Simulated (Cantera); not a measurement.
An adiabatic, constant-volume homogeneous reactor starts with 33.5 % H2, 14.0 % O2, 52.6 % N2, equivalence ratio 1.2, at 1050 K and 21.0 bar.

Cantera simulation using GRI-Mech 3.0 (53 species, 325 reactions); the numbers are that mechanism's predictions, not measurements. The hydrogen kinetics of GRI-Mech 3.0 are dated; newer H2 mechanisms differ, most at raised pressure. The pressure lies above the range GRI-Mech 3.0 was tuned for (to about 10 atm). Above 3000 K some thermodynamic fits are extrapolated.

One state of this run: T (K) = 3189; P (bar) = 55.9; x H2 = 0.0755; x O2 = 0.00183; x N2O = 1.80e-6; x H2O2 = 2.13e-6; x NO = 0.00483; x OH = 0.0150; x HO2 = 7.81e-6. x: mole fraction; the columns are a selection and need not sum to one.

### Question
Which value of t (s) does it belong to?
(A) 0.00722
(B) 0.000170
(C) 1.02e-5
(D) 0.00111

### Answer
A, 0.00722
